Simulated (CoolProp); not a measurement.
A simple Rankine cycle with trans-2-butene: condensing at 292.15 K, boiler at 1.74 MPa, turbine inlet 382.4 K, turbine efficiency 0.9, pump efficiency 0.6, no recuperator. Each further row changes one setting.

Computed with CoolProp (reference Helmholtz-energy equation of state, Lemmon 2005). It is a short technical equation, of lower accuracy than the large ones.

| case | thermal efficiency (%) | net work (kJ/kg) | heat in (kJ/kg) | turbine exit temperature (K) | volume ratio over the turbine |
|---|---|---|---|---|---|
| as stated | 16.4 | 80.6 | 491 | 306.1 | 9.57 |
| turbine inlet 402.4 K | 16.6 | 89.6 | 540 | 329.4 | 9.12 |
| condensing temperature 284.15 K | 17.8 | 90.8 | 510 | 298.6 | 12.4 |
| boiler pressure 1.22 MPa | 14.5 | 74.4 | 514 | 323.2 | 6.23 |
| turbine efficiency 0.8 | 14.5 | 71.2 | 491 | 311.7 | 9.78 |
